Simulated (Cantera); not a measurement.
Input (Python, Cantera) and output of one run.

```python
import numpy as np
import cantera as ct

gas_names = """
    AL ALCL ALCL2 ALCL3 ALH ALN AL2 AL2CL6 CL CL2 H HCL H2 N NH NH2 NH3 N2 N2H2 N2H4
""".split()
cond_names = """
    AL(cr) AL(L) ALCL3(s) ALCL3(L) ALN(s) NH4CL(a) NH4CL(b)
""".split()


# ... load() reads the species with a 1 bar reference pressure and builds the phases ...
atoms = {
    'AlCl3': {'AL': 1, 'CL': 3},
    'NH3': {'N': 1, 'H': 3},
    'N2': {'N': 2},
}
top_T = {'ALN(s)': 2750}  # K; cautious upper limits of use, not melting points


# ... equilibrate(T, P, feed) seeds the gas with the atoms and calls Mixture.equilibrate('TP', solver="vcs", rtol=1e-11, max_steps=5000) ...
results = []
T = 1750  # K
P = 8300  # Pa
for m in [3.6, 6.1, 10, 18, 30, 52, 89, 150, 260, 440]:
    feed = {'AlCl3': 1, 'NH3': 26, 'N2': m}  # mol
    mix = equilibrate(T, P, feed)
    results.append((T, P, feed, dict(zip(mix.species_names, mix.species_moles))))
    x = sorted(zip(gas.X, gas.species_names), reverse=True)
    print(f"T = {T:g} K  P = {P:g} Pa  n(N2) = {m:g} mol  gas = {mix.phase_moles(0):.4g} mol")
    print("   x: " + "  ".join(f"{s} {v:.3e}" for v, s in x if v > 0.001))
    print("   condensed (mol): " + ("  ".join(f"{mix.phase(i).name} {mix.phase_moles(i):.4g}"
          for i in range(1, mix.n_phases) if mix.phase_moles(i) > 1e-12) or "none"))
```

Result:

```
T = 1750 K  P = 8300 Pa  n(N2) = 3.6 mol  gas = 57.5 mol
   x: H2 6.626e-01  N2 2.887e-01  HCL 3.068e-02  ALCL 1.433e-02  ALCL2 2.042e-03  ALCL3 1.019e-03
   condensed (mol): none
T = 1750 K  P = 8300 Pa  n(N2) = 6.1 mol  gas = 60.01 mol
   x: H2 6.349e-01  N2 3.183e-01  HCL 2.949e-02  ALCL 1.379e-02  ALCL2 1.929e-03
   condensed (mol): none
T = 1750 K  P = 8300 Pa  n(N2) = 10 mol  gas = 63.91 mol
   x: H2 5.960e-01  N2 3.599e-01  HCL 2.781e-02  ALCL 1.302e-02  ALCL2 1.774e-03
   condensed (mol): none
T = 1750 K  P = 8300 Pa  n(N2) = 18 mol  gas = 71.92 mol
   x: H2 5.295e-01  N2 4.310e-01  HCL 2.491e-02  ALCL 1.170e-02  ALCL2 1.514e-03
   condensed (mol): none
T = 1750 K  P = 8300 Pa  n(N2) = 30 mol  gas = 83.93 mol
   x: N2 5.123e-01  H2 4.536e-01  HCL 2.154e-02  ALCL 1.016e-02  ALCL2 1.229e-03
   condensed (mol): none
T = 1750 K  P = 8300 Pa  n(N2) = 52 mol  gas = 105.9 mol
   x: N2 6.135e-01  H2 3.592e-01  HCL 1.729e-02  ALCL 8.201e-03
   condensed (mol): none
T = 1750 K  P = 8300 Pa  n(N2) = 89 mol  gas = 143 mol
   x: N2 7.135e-01  H2 2.661e-01  HCL 1.299e-02  ALCL 6.205e-03
   condensed (mol): none
T = 1750 K  P = 8300 Pa  n(N2) = 150 mol  gas = 204 mol
   x: N2 7.991e-01  H2 1.864e-01  HCL 9.231e-03  ALCL 4.440e-03
   condensed (mol): none
T = 1750 K  P = 8300 Pa  n(N2) = 260 mol  gas = 314 mol
   x: N2 8.694e-01  H2 1.210e-01  HCL 6.076e-03  ALCL 2.944e-03
   condensed (mol): none
T = 1750 K  P = 8300 Pa  n(N2) = 440 mol  gas = 494 mol
   x: N2 9.170e-01  H2 7.688e-02  HCL 3.902e-03  ALCL 1.903e-03
   condensed (mol): none
```

Equilibrium computed with Cantera from the NASA thermochemical tables; the gas is ideal and each condensed phase is pure. The tables' values for AlCl2 are old estimates; treat these amounts as uncertain.
